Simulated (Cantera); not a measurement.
An adiabatic, constant-volume homogeneous reactor starts with CH₄ : C₂H₆ : O₂ : N₂ : H₂O = 1 : 0.16 : 7.53 : 20.3 : 1.1 (molar parts), equivalence ratio 0.34, at 1400 K and 5.30 bar.

Computed with Cantera and GRI-Mech 3.0 (53 species, 325 reactions).

x: mole fraction; the columns are a selection and need not sum to one.

```json
[
 {"t (s)": "2.00e-6", "T (K)": "1400", "P (bar)": "5.30", "x CH₄": "0.0332", "x C₂H₆": "0.00532", "x O₂": "0.250", "x NO₂": "<1e-12", "x HCN": "<1e-12", "x CH₂O": "1.08e-7", "x NO": "<1e-12"},
 {"t (s)": "5.46e-6", "T (K)": "1400", "P (bar)": "5.30", "x CH₄": "0.0332", "x C₂H₆": "0.00531", "x O₂": "0.250", "x NO₂": "<1e-12", "x HCN": "<1e-12", "x CH₂O": "8.27e-7", "x NO": "<1e-12"},
 {"t (s)": "1.49e-5", "T (K)": "1400", "P (bar)": "5.30", "x CH₄": "0.0332", "x C₂H₆": "0.00529", "x O₂": "0.250", "x NO₂": "<1e-12", "x HCN": "<1e-12", "x CH₂O": "7.29e-6", "x NO": "<1e-12"},
 {"t (s)": "4.07e-5", "T (K)": "1401", "P (bar)": "5.30", "x CH₄": "0.0330", "x C₂H₆": "0.00515", "x O₂": "0.250", "x NO₂": "<1e-12", "x HCN": "<1e-12", "x CH₂O": "0.000119", "x NO": "<1e-12"},
 {"t (s)": "0.000111", "T (K)": "2275", "P (bar)": "8.76", "x CH₄": "<1e-12", "x C₂H₆": "<1e-12", "x O₂": "0.165", "x NO₂": "[?]", "x HCN": "2.14e-10", "x CH₂O": "5.75e-11", "x NO": "8.90e-6"},
 {"t (s)": "0.000304", "T (K)": "2456", "P (bar)": "9.35", "x CH₄": "<1e-12", "x C₂H₆": "<1e-12", "x O₂": "0.162", "x NO₂": "[?]", "x HCN": "<1e-12", "x CH₂O": "1.69e-12", "x NO": "0.000462"},
 {"t (s)": "0.000829", "T (K)": "2453", "P (bar)": "9.34", "x CH₄": "<1e-12", "x C₂H₆": "<1e-12", "x O₂": "0.162", "x NO₂": "[?]", "x HCN": "<1e-12", "x CH₂O": "1.65e-12", "x NO": "0.00161"},
 {"t (s)": "0.00226", "T (K)": "2447", "P (bar)": "9.32", "x CH₄": "<1e-12", "x C₂H₆": "<1e-12", "x O₂": "0.160", "x NO₂": "[?]", "x HCN": "<1e-12", "x CH₂O": "1.56e-12", "x NO": "0.00439"},
 {"t (s)": "0.00618", "T (K)": "2435", "P (bar)": "9.27", "x CH₄": "<1e-12", "x C₂H₆": "<1e-12", "x O₂": "0.158", "x NO₂": "[?]", "x HCN": "<1e-12", "x CH₂O": "1.39e-12", "x NO": "0.00956"},
 {"t (s)": "0.0169", "T (K)": "2423", "P (bar)": "9.22", "x CH₄": "<1e-12", "x C₂H₆": "<1e-12", "x O₂": "0.155", "x NO₂": "3.66e-5", "x HCN": "<1e-12", "x CH₂O": "1.25e-12", "x NO": "0.0145"},
 {"t (s)": "0.0461", "T (K)": "2420", "P (bar)": "9.21", "x CH₄": "<1e-12", "x C₂H₆": "<1e-12", "x O₂": "0.155", "x NO₂": "3.96e-5", "x HCN": "<1e-12", "x CH₂O": "1.22e-12", "x NO": "0.0157"},
 {"t (s)": "0.126", "T (K)": "2420", "P (bar)": "9.21", "x CH₄": "<1e-12", "x C₂H₆": "<1e-12", "x O₂": "0.155", "x NO₂": "3.96e-5", "x HCN": "<1e-12", "x CH₂O": "1.22e-12", "x NO": "0.0157"},
 {"t (s)": "0.344", "T (K)": "2420", "P (bar)": "9.21", "x CH₄": "<1e-12", "x C₂H₆": "<1e-12", "x O₂": "0.155", "x NO₂": "3.96e-5", "x HCN": "<1e-12", "x CH₂O": "1.22e-12", "x NO": "0.0157"},
 {"t (s)": "0.939", "T (K)": "2420", "P (bar)": "9.21", "x CH₄": "<1e-12", "x C₂H₆": "<1e-12", "x O₂": "0.155", "x NO₂": "3.96e-5", "x HCN": "<1e-12", "x CH₂O": "1.22e-12", "x NO": "0.0157"},
 {"t (s)": "2.56", "T (K)": "2420", "P (bar)": "9.21", "x CH₄": "<1e-12", "x C₂H₆": "<1e-12", "x O₂": "0.155", "x NO₂": "3.96e-5", "x HCN": "<1e-12", "x CH₂O": "1.22e-12", "x NO": "0.0157"},
 {"t (s)": "7.00", "T (K)": "2420", "P (bar)": "9.21", "x CH₄": "<1e-12", "x C₂H₆": "<1e-12", "x O₂": "0.155", "x NO₂": "3.96e-5", "x HCN": "<1e-12", "x CH₂O": "1.22e-12", "x NO": "0.0157"}
]
```

Problem. Complete the blanks.

Solution. 
- 0.000111, x NO₂: 3.74e-8
- 0.000304, x NO₂: 1.15e-6
- 0.000829, x NO₂: 4.04e-6
- 0.00226, x NO₂: 1.10e-5
- 0.00618, x NO₂: 2.40e-5
